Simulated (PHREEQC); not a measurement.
# City or well water: speciation

Model water analysis in mg/L, 20 °C, pH 6.8, pe -0.4:

```tsv
constituent	mg/L
Na	122
K	61.5
Ca	32.6
Mg	61.2
Cl	62.1
S(6) as SO4	125
Alkalinity as HCO3	555
N(-3) as NH4	0.116
Sr	3.55
B	0.192
```

Valence states are taken as typed.

Equilibrium calculation in PHREEQC: ion-association model, wateq4f.dat.

This is a speciation only: nothing precipitates in the calculation.

### Question
Predict the ionic strength, charge-balance error.

### Answer
ionic strength 0.0169 mol/kgw; charge-balance error 0.7 %.

### Question
In which forms is S present?

### Answer
SO4-2 80 %, MgSO4 14 %, CaSO4 4.0 %, NaSO4- 1.2 % of the S.
